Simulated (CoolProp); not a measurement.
Vapour pressure (bar) of CHF3 (R23): the reference equation beside estimates from Tc = 299.3 K, pc = 48.32 bar, ω = 0.263. Clausius-Clapeyron is anchored at 183.4 K with a constant enthalpy of vaporisation of 17.19 kJ/mol.

Model: reference Helmholtz-energy equation of state, Penoncello 2003, in CoolProp.

```csv
T (K),reference,Lee-Kesler,Clausius-Clapeyron,van der Waals,Soave-Redlich-Kwong
178.7,0.4658,0.4495,0.4713,4.080,0.4536
183.4,0.6340,0.6162,0.6340,4.735,0.6203
188.1,0.8475,0.8293,0.8403,5.458,0.8330
192.8,1.115,1.097,1.098,6.251,1.100
197.4,1.437,1.422,1.410,7.099,1.423
202.1,1.837,1.826,1.799,8.041,1.826
206.8,2.319,2.314,2.270,9.061,2.313
211.4,2.880,2.883,2.822,10.14,2.881
```

Absolute difference from the reference over all 8 rows, mean and median: Lee-Kesler 1.5 and 1.3 %, Clausius-Clapeyron 1.5 and 1.7 %, van der Waals 462.7 and 427.3 %, Soave-Redlich-Kwong 1.2 and 1.2 %.
